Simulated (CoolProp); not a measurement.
Values from CoolProp's reference Helmholtz-energy equation of state, Thol 2014.

Problem. For chloromethane (R40), give the phase and the cp (kJ/(kg K)), speed of sound (m/s), isothermal compressibility (1/MPa) at 252.1 K and 139 bar.

Solution. 
- 252.1 K and 139 bar: liquid; cp 1.55, speed of sound 1110, isothermal compressibility 0.00119
